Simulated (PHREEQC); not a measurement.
Ca(OH)2 is added in steps, without added water, to 1 kg of water holding 0.0014 mol NH4Br, 9.5e-05 mol CaSO4 and 0.014 mol HF, at 20 °C. Oxygen alone is held at its pressure in air (log pO2 = -0.68). No CO2 enters from the air. The run lets Gypsum, Fluorite, Portlandite precipitate or redissolve, and no other solid.

Base run: PHREEQC, ion-association model, wateq4f.dat. Each further column changes one thing. The table gives pH.

```tsv
Ca(OH)2 added (mol)	base	HF from 0.014 to 0.021 mol/kgw	temperature from 20 to 65 °C	temperature from 20 to 85 °C	no solid may form
0	2.54	2.45	2.70	2.78	2.55
0.0005125	2.56	2.46	2.72	2.80	2.64
0.001025	2.58	2.47	2.74	2.82	2.73
0.00205	2.62	2.50	2.78	2.87	2.91
0.002563	2.65	2.51	2.81	2.90	3.00
0.003075	2.68	2.53	2.84	2.93	3.10
0.003587	2.71	2.55	2.87	2.96	3.20
0.004613	2.80	2.58	2.97	3.06	3.43
0.005125	2.87	2.61	3.03	3.13	3.57
0.005638	2.95	2.63	3.12	3.23	3.74
0.00615	3.09	2.66	3.28	3.39	3.98
0.007175	8.94	2.72	7.71	7.27	8.97
0.007687	10.29	2.76	9.05	8.63	10.27
0.0082	11.14	2.81	9.90	9.49	11.07
```

 wateq4f.dat counts part of the HF as a dimer, H2F2, which phreeqc.dat doesn't know; its constant is uncertain. Away from 25 °C the constants follow the database's enthalpies or fits; those with neither stay at their 25 °C values. In at least one series the solution becomes supersaturated in solids that the run did not let form, among them Fluorite.
